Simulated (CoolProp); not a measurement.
Vapour-liquid equilibrium of R143a (1) + R1234yf (2) at 187 K; x and y are mole fractions of (1).

The numbers come from the multi-fluid Helmholtz-energy mixture model, Lemmon and Jacobsen 2000 and Lemmon 2022; pair parameters Bell 2016 in CoolProp.

Q: Give the bubble pressure and the first vapour's composition at x = 0.2, 0.725, 0.875. Is there an azeotrope?

A: x = 0.2: 4.956 kPa, y = 0.455; x = 0.725: 8.452 kPa, y = 0.880; x = 0.875: 9.386 kPa, y = 0.949. No azeotrope shows between x = 0.05 and 0.95.

The pair parameters rest on a limited set of measurements; away from them the model extrapolates.
